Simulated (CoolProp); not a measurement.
Carbon dioxide along the isobar 9890 kPa: Z from the reference equation and from simpler models built on Tc = 304.1 K, pc = 7377 kPa, ω = 0.224; each cubic takes its own stable root.

Values from CoolProp's reference Helmholtz-energy equation of state, Span 1996.

```tsv
T (K)	phase	reference
266.4	liquid	0.1954
297.3	liquid	0.2140
328.2	supercritical	0.5048
359.1	supercritical	0.7059
390	supercritical	0.7997
420.9	supercritical	0.8574
451.8	supercritical	0.8965
482.6	supercritical	0.9244
513.5	supercritical	0.9452
544.4	supercritical	0.9609
575.3	supercritical	0.9731
606.2	supercritical	0.9827
```

Q: How far does each simpler model (van der Waals, Redlich-Kwong, Soave-Redlich-Kwong, Peng-Robinson) lie from the reference over these 12 states: mean and median of the absolute difference, and the worst?

A: 
- van der Waals: mean 13.0 %, median 5.2 %, worst +53.7 % at 266.4 K and 9890 kPa
- Redlich-Kwong: mean 4.8 %, median 2.5 %, worst +18.4 % at 297.3 K and 9890 kPa
- Soave-Redlich-Kwong: mean 4.5 %, median 2.4 %, worst +16.7 % at 297.3 K and 9890 kPa
- Peng-Robinson: mean 1.0 %, median 0.4 %, worst +4.6 % at 297.3 K and 9890 kPa
